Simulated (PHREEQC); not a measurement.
Dissolve 0.065 mol Na3PO4 per kg of water at 85 °C. Closed to the air; pH follows from the charge balance.

Computed with PHREEQC (ion-association model, wateq4f.dat).

No solid was allowed to form.

Task: Order these P species by the share of P that they hold, largest first: PO4-3, NaHPO4-, HPO4-2.

Result: HPO4-2 (56 %), PO4-3 (39 %), NaHPO4- (4.6 %)

The pH is 10.93 and the ionic strength 0.305 mol/kgw. Species that the database lacks are ignored. H3PO4, which wateq4f.dat lacks, is added to it with the constant of phreeqc.dat. Constants without temperature data keep their 25 °C values here.
